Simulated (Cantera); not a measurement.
Input: 1 mol SiCl4, 1.5 mol NH3, 49 mol H2, at 900 K and 0.00430 bar.

Cantera equilibrium calculation (NASA polynomials, part measured and part estimated; ideal gas, pure solids and liquids). Candidate condensed phases: NH4Cl, Si, Si3N4; 28 gas species. The numbers say what is thermodynamically allowed, not how fast it happens.

Question: What is the equilibrium state?

Answer: 
| Property | Result |
|---|---|
| x(H2) | 0.924 |
| x(HCl) | 0.0742 |
| x(N2) | 0.00170 |
| x(SiCl4) | 0.000192 |
| x(SiHCl3) | 6.79e-6 |
| n(Si3N4(s)) | 0.330 mol |
| gas amount | 53.33 mol |
| log10 activity of Si(s) (absent) | -5.21 |
